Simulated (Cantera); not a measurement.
## Thermodynamics of fluorocarbon and chlorocarbon gases, feed CH3Cl + HCl + H2

Charge: 1 mol CH3Cl, 0.062 mol HCl, 0.52 mol H2, held at 1.60 Pa.

Equilibrium computed with Cantera from the NASA thermochemical tables; the gas is ideal and each condensed phase is pure. Candidate condensed phases: C, C6H6, C7H8, C8H18; 91 gas species. Kinetics and transport are ignored.

```json
[
 {"T (K)": "1623", "x H2": "0.580", "x HCl": "0.400", "x H": "0.0132", "x Cl": "0.00715", "x C2H2 (acetylene)": "2.02e-5", "x C2H": "1.74e-9", "n C(graphite)": "1.000"},
 {"T (K)": "1673", "x H2": "0.574", "x HCl": "0.393", "x H": "0.0216", "x Cl": "0.0115", "x C2H2 (acetylene)": "3.27e-5", "x C2H": "6.02e-9", "n C(graphite)": "1.000"},
 {"T (K)": "1723", "x H2": "0.565", "x HCl": "0.383", "x H": "0.0343", "x Cl": "0.0180", "x C2H2 (acetylene)": "5.11e-5", "x C2H": "1.93e-8", "n C(graphite)": "1.000"},
 {"T (K)": "1773", "x H2": "0.552", "x HCl": "0.368", "x H": "0.0528", "x Cl": "0.0271", "x C2H2 (acetylene)": "7.73e-5", "x C2H": "5.77e-8", "n C(graphite)": "1.000"},
 {"T (K)": "1823", "x H2": "0.534", "x HCl": "0.348", "x H": "0.0791", "x Cl": "0.0393", "x C2H2 (acetylene)": "0.000113", "x C2H": "1.61e-7", "n C(graphite)": "0.999"},
 {"T (K)": "1873", "x H2": "0.508", "x HCl": "0.321", "x H": "0.115", "x Cl": "0.0551", "x C2H2 (acetylene)": "0.000159", "x C2H": "4.23e-7", "n C(graphite)": "0.999"},
 {"T (K)": "1923", "x H2": "0.475", "x HCl": "0.289", "x H": "0.162", "x Cl": "0.0742", "x C2H2 (acetylene)": "0.000214", "x C2H": "1.04e-6", "n C(graphite)": "0.999"}
]
```
x: gas mole fraction; n: condensed amount in mol.

From 1623 K to 1923 K the condensed part is C(graphite). The main C-bearing gas is C2H2 (acetylene) throughout.
